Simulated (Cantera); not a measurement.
A closed system holds: 1 mol CaCl₂, 0.32 mol H₂O, 3.4 mol N₂, equilibrated at 0.00650 bar.

Equilibrium computed with Cantera from the NASA thermochemical tables; the gas is ideal and each condensed phase is pure. Candidate condensed phases: Ca, CaCl₂, CaO, Ca(OH)₂, H₂O, NH₄Cl; 36 gas species. Condensed phases not in the tables: oxide chlorides. Kinetics and transport are ignored. All values below are at 1650 K.

Base state: N₂ 0.719, CaCl₂ 0.165, HCl 0.0915, H₂O 0.0207, Cl 0.00234, H₂ 0.00119, H 3.89e-5, OH 3.05e-5 (mole fractions); condensed: CaO(s).

Question: What changes in the equilibrium state with this change: CaCl₂ replaced by MgCl₂?

Answer: 
```csv
species,before,after
N₂,0.719,0.719
MgCl₂,0,0.146
HCl,0.0915,0.129
CaCl₂,0.165,0
H₂O,0.0207,0.00176
MgCl,0,1.94e-5
NO,1.26e-5,8.71e-7
"CaO(s), mol",0.222,0
"MgO(s), mol",0,0.312
```
Further candidate phases: Mg, MgCl₂, MgO, Mg(OH)₂.
